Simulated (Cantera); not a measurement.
Charge: 1 mol trisilylamine, a varied amount of N₂, equilibrated at 1925 K and 1.50 mbar.

Cantera equilibrium calculation (NASA polynomials, part measured and part estimated; ideal gas, pure solids and liquids). Candidate condensed phases: Si, Si₃N₄; 18 gas species. The feed counts by its element totals alone. Gases not in the tables: Si₂H₆ and higher silanes. The numbers say what is thermodynamically allowed, not how fast it happens.

### Question
What share of the Si ends up in condensed phases as a function of n(N₂) (mol), at 0.39, 0.59, 0.89, 1.3, 2, 3, 4.6, 6.9, 10, 16, 24, 36?

### Answer
| n(N₂) (mol) | Si condensed (%) | as |
|---|---|---|
| 0.39 | 97.7 | Si(l) |
| 0.59 | 97.6 | Si(l) |
| 0.89 | 97.5 | Si(l) |
| 1.3 | 97.3 | Si(l) |
| 2 | 97.0 | Si(l) |
| 3 | 96.6 | Si(l) |
| 4.6 | 95.9 | Si(l) |
| 6.9 | 94.9 | Si(l) |
| 10 | 93.6 | Si(l) |
| 16 | 91.1 | Si(l) |
| 24 | 87.7 | Si(l) |
| 36 | 82.6 | Si(l) |
